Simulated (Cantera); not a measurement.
Diamond growth

A diamond (100) surface in a fixed gas of H2 with x(CH4) = 0.027, x(H) = 0.013, at 1125 K, 0.0120 bar; coverages are run to steady state.

Model: the Harris–Goodwin 1993 mechanism for the reconstructed diamond (100) surface, integrated in Cantera.

| x(CH3) | growth (µm/h) | θ c6HH | θ c6H* | θ c6*H | θ c6** | θ c6HM |
|---|---|---|---|---|---|---|
| 1e-06 | 0.00545 | 0.492 | 0.0305 | 0.456 | 0.0211 | 1.30e-5 |
| 2.5e-06 | 0.0136 | 0.492 | 0.0305 | 0.456 | 0.0211 | 3.24e-5 |
| 6e-06 | 0.0327 | 0.492 | 0.0305 | 0.456 | 0.0211 | 7.77e-5 |
| 1.5e-05 | 0.0817 | 0.492 | 0.0305 | 0.456 | 0.0211 | 0.000194 |
| 3.7e-05 | 0.202 | 0.492 | 0.0305 | 0.456 | 0.0211 | 0.000479 |
| 9e-05 | 0.489 | 0.491 | 0.0304 | 0.455 | 0.0211 | 0.00116 |
| 0.00022 | 1.19 | 0.490 | 0.0304 | 0.454 | 0.0209 | 0.00283 |
| 0.00054 | 2.90 | 0.487 | 0.0302 | 0.451 | 0.0207 | 0.00689 |
| 0.0013 | 6.83 | 0.480 | 0.0297 | 0.444 | 0.0201 | 0.0162 |
θ: site fractions in the mechanism's names (c6HH fully hydrogenated, c6H* and c6*H radical sites, c6** diradical, c6HM methylated).
